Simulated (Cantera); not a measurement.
Input: 1 mol Fe2O3, 0.32 mol Cl2, 0.29 mol H2, at 0.100 bar.

Method: chemical equilibrium by Gibbs-energy minimisation in Cantera with the NASA 1993 tables (ideal gas, pure condensed phases). Candidate condensed phases: Fe, FeCl2, FeCl3, FeO, Fe(OH)2, Fe(OH)3, Fe2O3, Fe3O4, H2O; 22 gas species. Rates play no part.

### Question
At 1673 K, list the 6 most abundant gas species with their mole fractions, and the condensed phases.

### Answer
HCl 0.450, O2 0.235, FeCl2 0.140, H2O 0.131, Cl 0.0353, Cl2 0.00450. Condensed: Fe3O4(s).
